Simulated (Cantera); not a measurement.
**Low-pressure radical oxidation in H2/O2**

An isothermal, constant-pressure homogeneous reactor starts with 2.63 % H₂, 97.4 % O₂, equivalence ratio 0.013, at 1073 K and 0.0178 atm.

Detailed kinetics in Cantera: GRI-Mech 3.0 (53 species, 325 reactions). Radical loss at walls, strong at low pressure, is not modelled.

```
t (s)         x H₂   x O₂    x H₂O       x H      x OH    x H₂O₂
--------  --------  -----  -------  --------  --------  --------
0.000900    0.0263  0.974  1.43e-8   4.06e-9   6.93e-9    <1e-12
0.00207     0.0263  0.974  1.24e-6   3.02e-7   5.25e-7  6.63e-12
0.00477     0.0153  0.966  0.00858   0.00260   0.00227   2.70e-7
0.0110    0.000285  0.958   0.0244   0.00233   0.00117   7.42e-8
0.0253    0.000142  0.965   0.0255  0.000928  0.000828   6.83e-8
0.0583     5.36e-5  0.970   0.0262  0.000215  0.000506   6.49e-8
0.134      1.41e-5  0.972   0.0265   2.99e-5  0.000261   5.42e-8
0.309      3.08e-6  0.973   0.0266   3.20e-6  0.000124   3.68e-8
0.711      6.63e-7  0.973   0.0266   3.39e-7   5.90e-5   1.99e-8
1.64       1.57e-7  0.973   0.0266   4.15e-8   2.93e-5   9.03e-9
3.77       4.29e-8  0.973   0.0266   6.19e-9   1.56e-5   3.76e-9
8.69       1.34e-8  0.973   0.0266   1.12e-9   8.81e-6   1.52e-9
20.0       4.64e-9  0.973   0.0266  2.35e-10   5.23e-6  6.22e-10
```
x: mole fraction; the columns are a selection and need not sum to one.

Equilibrium at this temperature and pressure: H₂ 1.35e-10, O₂ 0.973, H₂O 0.0266, H 1.22e-12, OH 9.02e-7, H₂O₂ 2.38e-11 (gas phase only).
